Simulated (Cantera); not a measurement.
Charge: 1 mol BN, 0.63 mol H₂O, held at 19000 Pa.

Equilibrium computed with Cantera from the NASA thermochemical tables; the gas is ideal and each condensed phase is pure. Candidate condensed phases: B, BN, B₂O₃, B₃O₃H₃, H₂O; 39 gas species. Mutual solubility and eutectic melting of coexisting phases are not modelled. The tables' values for BH₂ are old estimates; treat these amounts as uncertain. Gases not in the tables: H₃BO₃. The numbers say what is thermodynamically allowed, not how fast it happens.

log p: log10 of the partial pressure in bar; n: condensed amount in mol.

```json
[
 {"T (K)": "1325", "log p H₂": "-0.85", "log p N₂": "-1.32", "log p HBO": "-5.35", "log p B₂O₃": "-6.44", "log p B₂O₂": "-8.74", "log p HBO₂": "-4.07", "n BN(s)": "0.581", "n B₂O₃(l)": "0.209"},
 {"T (K)": "1425", "log p H₂": "-0.85", "log p N₂": "-1.32", "log p HBO": "-4.55", "log p B₂O₃": "-5.37", "log p B₂O₂": "-7.29", "log p HBO₂": "-3.61", "n BN(s)": "0.582", "n B₂O₃(l)": "0.209"},
 {"T (K)": "1525", "log p H₂": "-0.85", "log p N₂": "-1.33", "log p HBO": "-3.86", "log p B₂O₃": "-4.45", "log p B₂O₂": "-6.04", "log p HBO₂": "-3.22", "n BN(s)": "0.582", "n B₂O₃(l)": "0.207"},
 {"T (K)": "1625", "log p H₂": "-0.85", "log p N₂": "-1.33", "log p HBO": "-3.27", "log p B₂O₃": "-3.64", "log p B₂O₂": "-4.94", "log p HBO₂": "-2.89", "n BN(s)": "0.582", "n B₂O₃(l)": "0.204"},
 {"T (K)": "1725", "log p H₂": "-0.86", "log p N₂": "-1.33", "log p HBO": "-2.74", "log p B₂O₃": "-2.94", "log p B₂O₂": "-3.98", "log p HBO₂": "-2.60", "n BN(s)": "0.582", "n B₂O₃(l)": "0.194"},
 {"T (K)": "1825", "log p H₂": "-0.89", "log p N₂": "-1.35", "log p HBO": "-2.28", "log p B₂O₃": "-2.32", "log p B₂O₂": "-3.12", "log p HBO₂": "-2.35", "n BN(s)": "0.577", "n B₂O₃(l)": "___"},
 {"T (K)": "1925", "log p H₂": "-0.97", "log p N₂": "-1.38", "log p HBO": "-1.90", "log p B₂O₃": "-1.76", "log p B₂O₂": "-2.34", "log p HBO₂": "-2.17", "n BN(s)": "0.553", "n B₂O₃(l)": "___"},
 {"T (K)": "2025", "log p H₂": "-1.03", "log p N₂": "-1.38", "log p HBO": "-1.71", "log p B₂O₃": "-1.74", "log p B₂O₂": "-1.98", "log p HBO₂": "-2.31", "n BN(s)": "0.507", "n B₂O₃(l)": "___"}
]
```

Question: Fill in the missing entries.

Answer: 
- 1825, n B₂O₃(l): 0.162
- 1925, n B₂O₃(l): 0.0518
- 2025, n B₂O₃(l): 0
